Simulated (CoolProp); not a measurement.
The numbers come from the reference Helmholtz-energy equation of state, Jacobsen 1992 in CoolProp.

**Question.** For R11, give the phase and the speed of sound (m/s), Joule-Thomson coefficient (K/MPa) at 425.5 K and 0.101 MPa; 500 K and 0.101 MPa.

**Answer.** 
- 425.5 K and 0.101 MPa: gas; speed of sound 167, Joule-Thomson coefficient 13.3
- 500 K and 0.101 MPa: gas; speed of sound 181, Joule-Thomson coefficient 9.48
